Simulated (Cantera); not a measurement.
An isothermal, constant-pressure homogeneous reactor starts with 0.836 % CH4, 0.826 % O2, 98.3 % N2, equivalence ratio 2.0, at 1575 K and 0.987 atm.

Computed with Cantera and GRI-Mech 3.0 (53 species, 325 reactions).

x: mole fraction; the columns are a selection and need not sum to one.

| t (s) | x CH4 | x O2 | x N2O | x CH2CO | x HCN |
|---|---|---|---|---|---|
| 4.00e-5 | 0.00836 | 0.00826 | 1.33e-12 | <1e-12 | <1e-12 |
| 9.85e-5 | 0.00836 | 0.00826 | 5.19e-12 | <1e-12 | <1e-12 |
| 0.000243 | 0.00835 | 0.00826 | 2.03e-11 | <1e-12 | <1e-12 |
| 0.000598 | 0.00834 | 0.00826 | 6.66e-11 | 2.92e-11 | <1e-12 |
| 0.00147 | 0.00830 | 0.00824 | 1.91e-10 | 2.33e-9 | 1.50e-12 |
| 0.00363 | 0.00803 | 0.00815 | 7.77e-10 | 2.31e-7 | 3.21e-11 |
| 0.00894 | 0.00493 | 0.00654 | 6.34e-9 | 3.55e-5 | 1.99e-8 |
| 0.0220 | 0.000266 | ___ | ___ | ___ | 8.59e-6 |
| 0.0543 | 0.000273 | ___ | 1.35e-10 | ___ | 8.64e-6 |
| 0.134 | 0.000272 | 1.07e-6 | 4.14e-11 | 2.11e-7 | 8.63e-6 |
| 0.330 | 0.000267 | 9.48e-9 | 3.32e-11 | 1.77e-7 | 8.61e-6 |
| 0.812 | 0.000254 | 1.54e-11 | 3.01e-11 | 1.63e-7 | 8.54e-6 |
| 2.00 | 0.000234 | 1.42e-11 | 2.88e-11 | 1.44e-7 | 8.34e-6 |

Problem. Some entries are withheld; supply them.

Solution. 
- 0.0220, x O2: 5.73e-5
- 0.0220, x N2O: 1.10e-9
- 0.0220, x CH2CO: 2.07e-6
- 0.0543, x O2: 9.78e-6
- 0.0543, x CH2CO: 4.71e-7
